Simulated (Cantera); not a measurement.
An isothermal, constant-pressure homogeneous reactor starts with C₂H₆ : N₂ = 1 : 2.7 (molar parts), at 1950 K and 1.00 bar. Integrator tolerance rtol = 1e-08.

Cantera simulation using GRI-Mech 3.0 (53 species, 325 reactions); the numbers are that mechanism's predictions, not measurements. GRI-Mech 3.0 stops at C3 and has no aromatics, soot or wall deposition, so with more carbon than oxygen in the feed, carbon stays in small species such as C2H2 where larger ones or solid carbon would form.

Problem. What does this change do: 0.23 parts H2O added?

Solution. 
| quantity | before | after |
|---|---|---|
| x(C₂H₆) at 10.0 s | 1.18e-7 (gas-phase equilibrium 7.17e-8) | 1.13e-7 (gas-phase equilibrium 6.68e-8) |
| x(HCN) at 10.0 s | 0.000927 (gas-phase equilibrium 0.138) | 0.000793 (gas-phase equilibrium 0.119) |
| x(CH₂) at 10.0 s | 1.69e-7 (gas-phase equilibrium 1.32e-7) | 1.59e-7 (gas-phase equilibrium 1.22e-7) |
| x(C₂H) at 10.0 s | 5.34e-6 (gas-phase equilibrium 3.24e-6) | 4.19e-6 (gas-phase equilibrium 2.45e-6) |
| x(C₂H₄) at 10.0 s | 0.000540 (gas-phase equilibrium 0.000328) | 0.000479 (gas-phase equilibrium 0.000281) |
| x(C₂H₂) at 10.0 s | 0.174 (gas-phase equilibrium 0.105) | 0.142 (gas-phase equilibrium 0.0833) |

Problem. What does this change do: C2H6 1 to 0.11 parts?

Solution. 
```tsv
quantity	before	after
x(C₂H₆) at 10.0 s	1.18e-7 (gas-phase equilibrium 7.17e-8)	9.72e-10 (gas-phase equilibrium 2.39e-10)
x(HCN) at 10.0 s	0.000927 (gas-phase equilibrium 0.138)	0.000737 (gas-phase equilibrium 0.0562)
x(CH₂) at 10.0 s	1.69e-7 (gas-phase equilibrium 1.32e-7)	3.31e-8 (gas-phase equilibrium 1.67e-8)
x(C₂H) at 10.0 s	5.34e-6 (gas-phase equilibrium 3.24e-6)	2.42e-6 (gas-phase equilibrium 5.50e-7)
x(C₂H₄) at 10.0 s	0.000540 (gas-phase equilibrium 0.000328)	2.31e-5 (gas-phase equilibrium 5.27e-6)
x(C₂H₂) at 10.0 s	0.174 (gas-phase equilibrium 0.105)	0.0359 (gas-phase equilibrium 0.00817)
```
